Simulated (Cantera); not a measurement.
# Pyrogenic steam for wet oxidation

An isothermal, constant-pressure homogeneous reactor starts with 37.8 % H2, 5.18 % O2, 57.0 % N2, equivalence ratio 3.6, at 1225 K and 750 Torr.

Cantera simulation using the H2/O2 subset of GRI-Mech 3.0, which has no nitrogen chemistry; the numbers are that mechanism's predictions, not measurements. The temperature is held fixed by assumption; the heat of reaction is taken as removed at once.

```tsv
t (s)	x H2	x O2	x H2O2	x HO2	x OH	x H	x O
2.00e-5	0.378	0.0518	1.63e-9	8.14e-8	7.22e-9	3.29e-7	1.34e-8
7.29e-5	0.373	0.0499	9.02e-7	2.43e-5	6.79e-5	0.00273	0.000109
0.000265	0.280	5.80e-7	3.42e-9	6.44e-10	5.03e-5	0.0143	2.60e-6
0.000967	0.288	2.60e-8	6.97e-10	4.12e-11	1.10e-5	0.00318	1.23e-7
0.00352	0.289	2.03e-9	1.49e-10	5.34e-12	2.85e-6	0.000828	8.21e-9
0.0128	0.289	1.90e-10	2.47e-11	<1e-12	7.69e-7	0.000224	5.99e-10
0.0468	0.290	1.72e-11	2.79e-12	<1e-12	2.10e-7	6.12e-5	4.47e-11
0.170	0.290	1.36e-12	<1e-12	<1e-12	5.76e-8	1.68e-5	3.36e-12
0.620	0.290	<1e-12	<1e-12	<1e-12	1.58e-8	4.61e-6	<1e-12
2.26	0.290	<1e-12	<1e-12	<1e-12	4.37e-9	1.27e-6	<1e-12
8.23	0.290	<1e-12	<1e-12	<1e-12	1.28e-9	3.74e-7	<1e-12
30.0	0.290	<1e-12	<1e-12	<1e-12	6.14e-10	1.79e-7	<1e-12
```
x: mole fraction; the columns are a selection and need not sum to one.

Equilibrium at this temperature and pressure: H2 0.290, O2 <1e-12, H2O2 <1e-12, HO2 <1e-12, OH 5.80e-10, H 1.69e-7, O <1e-12 (gas phase only).
